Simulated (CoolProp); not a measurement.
The numbers come from the reference Helmholtz-energy equation of state, Akasaka 2019 in CoolProp.

Task: Give the vapour pressure (MPa), vapour density (kg/m³) of saturated R1234ze(Z) at 91.95 °C.

Result: 
```
T (°C)  p (MPa)  vapour density (kg/m³)
------  -------  ----------------------
91.95      1.13                    56.8
```
